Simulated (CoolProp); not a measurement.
Saturation properties of toluene (Tc = 318.6 °C, pc = 41.26 bar, ω = 0.266).

Computed with CoolProp (reference Helmholtz-energy equation of state, Lemmon 2006). It is a short technical equation, of lower accuracy than the large ones.

```json
[
 {"T (°C)": "164.85", "p (bar)": "3.807", "liquid cp (kJ/(kg K))": "2.220", "vapour Z": "0.8982", "vapour viscosity (µPa s)": "9.97", "liquid conductivity (mW/(m K))": "94.6"},
 {"T (°C)": "169.45", "p (bar)": "4.189", "liquid cp (kJ/(kg K))": "2.239", "vapour Z": "0.8912", "vapour viscosity (µPa s)": "10.1", "liquid conductivity (mW/(m K))": "93.6"},
 {"T (°C)": "173.95", "p (bar)": "4.589", "liquid cp (kJ/(kg K))": "2.259", "vapour Z": "(withheld)", "vapour viscosity (µPa s)": "10.2", "liquid conductivity (mW/(m K))": "92.7"},
 {"T (°C)": "178.55", "p (bar)": "5.027", "liquid cp (kJ/(kg K))": "2.279", "vapour Z": "(withheld)", "vapour viscosity (µPa s)": "10.3", "liquid conductivity (mW/(m K))": "91.8"},
 {"T (°C)": "183.15", "p (bar)": "5.497", "liquid cp (kJ/(kg K))": "2.300", "vapour Z": "0.8686", "vapour viscosity (µPa s)": "10.4", "liquid conductivity (mW/(m K))": "90.9"},
 {"T (°C)": "187.75", "p (bar)": "5.998", "liquid cp (kJ/(kg K))": "2.321", "vapour Z": "(withheld)", "vapour viscosity (µPa s)": "10.5", "liquid conductivity (mW/(m K))": "90.0"},
 {"T (°C)": "192.35", "p (bar)": "6.533", "liquid cp (kJ/(kg K))": "2.343", "vapour Z": "0.8517", "vapour viscosity (µPa s)": "10.6", "liquid conductivity (mW/(m K))": "89.1"},
 {"T (°C)": "196.85", "p (bar)": "7.091", "liquid cp (kJ/(kg K))": "2.365", "vapour Z": "0.8430", "vapour viscosity (µPa s)": "(withheld)", "liquid conductivity (mW/(m K))": "88.3"},
 {"T (°C)": "201.45", "p (bar)": "7.696", "liquid cp (kJ/(kg K))": "2.388", "vapour Z": "0.8337", "vapour viscosity (µPa s)": "(withheld)", "liquid conductivity (mW/(m K))": "87.5"},
 {"T (°C)": "206.05", "p (bar)": "8.340", "liquid cp (kJ/(kg K))": "2.411", "vapour Z": "0.8240", "vapour viscosity (µPa s)": "11.0", "liquid conductivity (mW/(m K))": "(withheld)"},
 {"T (°C)": "210.65", "p (bar)": "9.023", "liquid cp (kJ/(kg K))": "2.435", "vapour Z": "0.8139", "vapour viscosity (µPa s)": "11.1", "liquid conductivity (mW/(m K))": "85.9"},
 {"T (°C)": "215.25", "p (bar)": "9.747", "liquid cp (kJ/(kg K))": "(withheld)", "vapour Z": "0.8035", "vapour viscosity (µPa s)": "11.2", "liquid conductivity (mW/(m K))": "85.1"},
 {"T (°C)": "219.75", "p (bar)": "10.50", "liquid cp (kJ/(kg K))": "2.486", "vapour Z": "0.7928", "vapour viscosity (µPa s)": "11.3", "liquid conductivity (mW/(m K))": "84.4"},
 {"T (°C)": "224.35", "p (bar)": "11.31", "liquid cp (kJ/(kg K))": "2.513", "vapour Z": "0.7815", "vapour viscosity (µPa s)": "(withheld)", "liquid conductivity (mW/(m K))": "83.7"},
 {"T (°C)": "228.95", "p (bar)": "12.16", "liquid cp (kJ/(kg K))": "2.542", "vapour Z": "0.7697", "vapour viscosity (µPa s)": "11.6", "liquid conductivity (mW/(m K))": "83.0"}
]
```

**Question.** What belongs in the gaps?

**Answer.** 
- 173.95, vapour Z: 0.8841
- 178.55, vapour Z: 0.8765
- 187.75, vapour Z: 0.8603
- 196.85, vapour viscosity (µPa s): 10.7
- 201.45, vapour viscosity (µPa s): 10.8
- 206.05, liquid conductivity (mW/(m K)): 86.7
- 215.25, liquid cp (kJ/(kg K)): 2.460
- 224.35, vapour viscosity (µPa s): 11.5

It boils at 110.6 °C under 1 atm.

Viscosity comes from a separate model (Avgeri 2015). Thermal conductivity comes from a separate model (Assael 2012).
